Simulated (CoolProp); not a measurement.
A Linde-Hampson liquefier for carbon monoxide: isothermal reversible compression at 280 K from 1 atm to 30 MPa, throttling to 1 atm, return gas leaving the recuperator 2 K below the feed. Each further row changes one setting.

Computed with CoolProp (reference Helmholtz-energy equation of state, Lemmon 2006). It is a short technical equation, of lower accuracy than the large ones.

```json
[
 {"case": "as stated", "liquid yield per pass": "0.119", "compression work (kJ/kg of gas)": "472"},
 {"case": "high pressure 60 MPa", "liquid yield per pass": "[?]", "compression work (kJ/kg of gas)": "[?]"},
 {"case": "warm-end temperature 310 K", "liquid yield per pass": "[?]", "compression work (kJ/kg of gas)": "[?]"},
 {"case": "warm-end gap 7 K", "liquid yield per pass": "[?]", "compression work (kJ/kg of gas)": "472"}
]
```

**Question.** What belongs in the gaps?

**Answer.** 
- high pressure 60 MPa, liquid yield per pass: 0.110
- high pressure 60 MPa, compression work (kJ/kg of gas): 546
- warm-end temperature 310 K, liquid yield per pass: 0.088
- warm-end temperature 310 K, compression work (kJ/kg of gas): 527
- warm-end gap 7 K, liquid yield per pass: 0.108
